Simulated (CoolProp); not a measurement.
Vapour-liquid equilibrium of n-butane (1) + R113 (2) at 325.7 K; x and y are mole fractions of (1).

Values from CoolProp's multi-fluid Helmholtz-energy mixture model, Bücker 2006 and Marx 1992; pair parameters Bell 2016.

Q: Give the bubble pressure and the first vapour's composition at x = 0.35, 0.8, 0.95. Is there an azeotrope?

A: x = 0.35: 0.2805 MPa, y = 0.697; x = 0.8: 0.4526 MPa, y = 0.928; x = 0.95: 0.5098 MPa, y = 0.982. No azeotrope shows between x = 0.05 and 0.95.

The pair parameters rest on a limited set of measurements; away from them the model extrapolates.
